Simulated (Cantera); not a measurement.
**Low-pressure radical oxidation in H2/O2**

An isothermal, constant-pressure homogeneous reactor starts with H2 : O2 = 0.28 : 1 (molar parts), equivalence ratio 0.14, at 1025 K and 10.00 Torr.

Computed with Cantera and the H2/O2 subset of GRI-Mech 3.0, which has no nitrogen chemistry. Radical loss at walls, strong at low pressure, is not modelled. The temperature is held fixed by assumption; the heat of reaction is taken as removed at once.

```tsv
t (s)	x H2	x O2	x H	x O	x OH
2.00e-5	0.219	0.781	6.15e-11	4.26e-12	3.52e-12
7.63e-5	0.219	0.781	2.38e-10	5.27e-11	3.13e-11
0.000291	0.219	0.781	1.75e-9	7.65e-10	3.37e-10
0.00111	0.219	0.781	4.37e-7	2.12e-7	8.93e-8
0.00424	0.0161	0.691	0.0796	0.0423	0.00633
0.0162	0.00218	0.745	0.00478	0.00773	0.00231
0.0618	9.35e-5	0.754	3.41e-5	0.000311	0.000414
0.236	5.54e-6	0.754	6.28e-7	2.16e-5	0.000110
0.900	6.06e-7	0.754	3.06e-8	2.90e-6	4.04e-5
3.43	1.03e-7	0.754	2.49e-9	5.46e-7	1.75e-5
13.1	2.17e-8	0.754	2.59e-10	1.21e-7	8.22e-6
50.0	5.08e-9	0.754	3.04e-11	2.90e-8	4.02e-6
```
x: mole fraction; the columns are a selection and need not sum to one.

Equilibrium at this temperature and pressure: H2 4.46e-10, O2 0.754, H <1e-12, O 2.50e-9, OH 1.18e-6 (gas phase only).
